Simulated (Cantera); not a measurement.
A Cantera script and its output.

```python
import numpy as np
import cantera as ct

gas = ct.Solution("gri30.yaml")
gas.TPX = 750, 500000, {'CH4': 1, 'CO': 0.92, 'O2': 3.9, 'N2': 14.7, 'CO2': 0.48}
inlet = ct.Reservoir(gas, clone=True)
gas.equilibrate("HP")  # start burning
reactor = ct.IdealGasConstPressureReactor(gas, energy="on", clone=False)
exhaust = ct.Reservoir(gas, clone=True)
tau = [0.12, 0.055, 0.025, 0.012, 0.0053, 0.0024, 0.0011, 0.0005, 0.00023, 0.0001, 4.7e-05, 2.2e-05][0]
for a, b in ((inlet, reactor), (reactor, exhaust)):
    ct.MassFlowController(a, b, mdot=lambda t: reactor.mass / tau)
net = ct.ReactorNet([reactor])
show = ['CH4', 'CO', 'O2', 'C2H6', 'CH2CO']

rows = []
print(f"{'tau/s':>10s}{'T/K':>9s}" + "".join(f"{s:>11s}" for s in show))
for tau in [0.12, 0.055, 0.025, 0.012, 0.0053, 0.0024, 0.0011, 0.0005, 0.00023, 0.0001, 4.7e-05, 2.2e-05]:
    net.initial_time = 0.0
    net.advance(30 * tau)
    before = gas.X
    net.advance(40 * tau)
    drift = np.max(np.abs(gas.X - before) / (gas.X + 1e-9))
    rows.append([gas.T, *gas[show].X, drift])
    print(f"{tau:10.3e}{gas.T:9.1f}" + "".join(f"{x:11.3e}" for x in gas[show].X))
```

Result:

```
     tau/s      T/K        CH4         CO         O2       C2H6      CH2CO
 1.200e-01   2086.7  9.115e-07  5.931e-04  6.940e-02  9.835e-13  2.993e-11
 5.500e-02   2086.9  1.910e-06  6.700e-04  6.966e-02  4.226e-12  7.992e-11
 2.500e-02   2085.8  3.921e-06  8.253e-04  6.984e-02  1.715e-11  2.354e-10
 1.200e-02   2083.0  7.337e-06  1.101e-03  6.999e-02  5.646e-11  6.700e-10
 5.300e-03   2076.9  1.390e-05  1.664e-03  7.022e-02  1.801e-10  2.097e-09
 2.400e-03   2066.7  2.456e-05  2.624e-03  7.058e-02  4.732e-10  5.915e-09
 1.100e-03   2050.3  4.201e-05  4.185e-03  7.119e-02  1.109e-09  1.525e-08
 5.000e-04   2024.7  7.237e-05  6.691e-03  7.223e-02  2.553e-09  3.740e-08
 2.300e-04   1986.9  1.272e-04  1.050e-02  7.394e-02  6.119e-09  8.764e-08
 1.000e-04   1926.1  2.509e-04  1.686e-02  7.708e-02  1.895e-08  2.261e-07
 4.700e-05   1840.5  5.477e-04  2.643e-02  8.246e-02  8.333e-08  6.585e-07
 2.200e-05    750.0  4.762e-02  4.381e-02  1.857e-01 -1.827e-17 -1.265e-18
```

Model: GRI-Mech 3.0 (53 species, 325 reactions), integrated in Cantera.
